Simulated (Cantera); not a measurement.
# Hydrocarbon pyrolysis for carbon deposition

An isothermal, constant-pressure homogeneous reactor starts with 20.4 % C2H6, 79.6 % H2, at 1475 K and 1330 Pa.

Model: GRI-Mech 3.0 (53 species, 325 reactions), integrated in Cantera. GRI-Mech 3.0 stops at C3 and has no aromatics, soot or wall deposition, so with more carbon than oxygen in the feed, carbon stays in small species such as C2H2 where larger ones or solid carbon would form. Radical loss at walls, strong at low pressure, is not modelled.

```tsv
t (s)	x C2H6	x H2	x C2H4	x C2H2	x CH3
0.000800	0.134	0.778	0.0333	0.000600	0.00923
0.00174	0.0543	0.751	0.0653	0.00492	0.00935
0.00376	0.00789	0.736	0.0725	0.0182	0.00430
0.00816	0.00100	0.739	0.0619	0.0322	0.00162
0.0177	0.000199	0.742	0.0511	0.0430	0.000715
0.0384	5.69e-5	0.745	0.0412	0.0523	0.000363
0.0833	2.23e-5	0.748	0.0312	0.0616	0.000221
0.181	1.42e-5	0.751	0.0199	0.0720	0.000180
0.392	1.50e-5	0.754	0.00793	0.0832	0.000193
0.850	1.71e-5	0.757	0.00145	0.0899	0.000214
1.84	1.65e-5	0.761	0.000770	0.0923	0.000212
4.00	1.46e-5	0.767	0.000734	0.0961	0.000201
```
x: mole fraction; the columns are a selection and need not sum to one.

Equilibrium at this temperature and pressure: C2H6 7.02e-8, H2 0.852, C2H4 0.000590, C2H2 0.143, CH3 1.09e-5 (gas phase only).
